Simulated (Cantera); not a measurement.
Feed: 1 mol Pb, a varied amount of CO, 0.51 mol H₂, 0.13 mol O₂, equilibrated at 850 K and 0.100 bar.

Method: chemical equilibrium by Gibbs-energy minimisation in Cantera with the NASA 1993 tables (ideal gas, pure condensed phases). Candidate condensed phases: C, C₆H₆, C₇H₈, C₈H₁₈, H₂O, Pb, PbO, PbO₂, Pb₃O₄; 113 gas species. Equilibrium is a limit: real reactors are often held back by kinetics, nucleation or transport.

Q: Which condensed phases are stable at each of these points (n(CO) (mol)): 0.11, 0.15, 0.2, 0.26, 0.35, 0.47, 0.62?

A: 
```tsv
n(CO) (mol)	condensed phases	Pb condensed (%)
0.11	Pb(l)	100.0
0.15	Pb(l)	100.0
0.2	Pb(l)	100.0
0.26	Pb(l)	100.0
0.35	Pb(l)	100.0
0.47	Pb(l)	100.0
0.62	C(graphite) + Pb(l)	100.0
```

From 0.11 mol CO to 0.47 mol CO the condensed part is Pb(l). At 0.62 mol CO the condensed part is C(graphite) + Pb(l).
